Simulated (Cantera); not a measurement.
An isothermal, constant-pressure homogeneous reactor starts with H₂ : O₂ : N₂ = 1.8 : 1 : 18 (molar parts), equivalence ratio 0.90, at 948 K and 100000 Pa. Integrator tolerance rtol = 1e-08.

Computed with Cantera and the H2/O2 subset of GRI-Mech 3.0, which has no nitrogen chemistry. Below about 950 K walls govern HO2 and H2O2 in real vessels. The temperature is held fixed by assumption; the heat of reaction is taken as removed at once.

### Question
What does this change do: temperature 948 to 773 K?

### Answer
| quantity | before | after |
|---|---|---|
| x(H₂) at 200 s | 4.92e-8 (gas-phase equilibrium 2.19e-11) | 0.0755 (gas-phase equilibrium <1e-12) |
| x(O₂) at 200 s | 0.00503 (gas-phase equilibrium 0.00503) | 0.0424 (gas-phase equilibrium 0.00503) |
| x(HO₂) at 200 s | 1.18e-9 (gas-phase equilibrium 2.24e-11) | 2.19e-6 (gas-phase equilibrium <1e-12) |
| x(OH) at 200 s | 2.45e-9 (gas-phase equilibrium 1.48e-8) | 1.45e-10 (gas-phase equilibrium 1.40e-10) |
| x(H₂O) at 200 s | 0.0905 (gas-phase equilibrium 0.0905) | 0.0113 (gas-phase equilibrium 0.0905) |
| x(H₂O₂) at 200 s | 4.36e-12 (gas-phase equilibrium 8.95e-12) | 0.000257 (gas-phase equilibrium <1e-12) |
| x(H) at 200 s | <1e-12 (gas-phase equilibrium <1e-12) | 1.09e-9 (gas-phase equilibrium <1e-12) |
